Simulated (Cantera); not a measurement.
A perfectly stirred reactor is fed with CH4 : H2 = 1 : 4 (molar parts), at 13.5 Torr; it is held at 1873 K, and followed from long to short residence time.

Cantera simulation using GRI-Mech 3.0 (53 species, 325 reactions); the numbers are that mechanism's predictions, not measurements. GRI-Mech 3.0 stops at C3 and has no aromatics, soot or wall deposition, so with more carbon than oxygen in the feed, carbon stays in small species such as C2H2 where larger ones or solid carbon would form. Radical loss at walls, strong at low pressure, is not modelled.

Q: What does this change do: temperature 1873 to 1650 K?

A: 
| quantity | before | after |
|---|---|---|
| x(CH4) at τ = 4.90 s | 0.00554 | 0.0394 |
| x(H2) at τ = 4.90 s | 0.909 | 0.893 |
| x(CH2) at τ = 4.90 s | 2.16e-6 | 2.19e-7 |
| x(CH3) at τ = 4.90 s | 0.000471 | 0.000452 |
| x(C2H4) at τ = 4.90 s | 2.82e-5 | 0.000187 |
| x(CH4) at τ = 45.0 ms | 0.0814 | 0.187 |
| x(H2) at τ = 45.0 ms | 0.865 | 0.807 |
| x(CH2) at τ = 45.0 ms | 6.78e-6 | 3.34e-7 |
| x(CH3) at τ = 45.0 ms | 0.00391 | 0.00128 |
| x(C2H4) at τ = 45.0 ms | 0.000920 | 0.00111 |
